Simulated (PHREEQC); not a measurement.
Solution (10 °C): 0.45 mmol/kgw Ca(OH)2. Closed to the air; pH follows from the charge balance.

Computed with PHREEQC (ion-association model, phreeqc.dat).

Each row changes one thing in this solution. This is a speciation only: nothing precipitates in the calculation.

```json
[
 {"case": "as made", "pH": "11.46", "CaOH+ (mol/kgw)": "1.84e-5"},
 {"case": "diluted 100-fold with water", "pH": "9.48", "CaOH+ (mol/kgw)": "2.25e-9"},
 {"case": "temperature from 10 to 30 °C", "pH": "10.77", "CaOH+ (mol/kgw)": "3.84e-6"},
 {"case": "Ca(OH)2 from 0.00045 to 0.000675 mol/kgw", "pH": "11.63", "CaOH+ (mol/kgw)": "3.90e-5"},
 {"case": "0.00017 mol/kgw KCl added", "pH": "11.46", "CaOH+ (mol/kgw)": "1.82e-5"},
 {"case": "temperature from 10 to 40 °C", "pH": "10.47", "CaOH+ (mol/kgw)": "1.93e-6"}
]
```

Species that the database lacks are ignored. Away from 25 °C the constants follow the database's enthalpies or fits; those with neither stay at their 25 °C values.
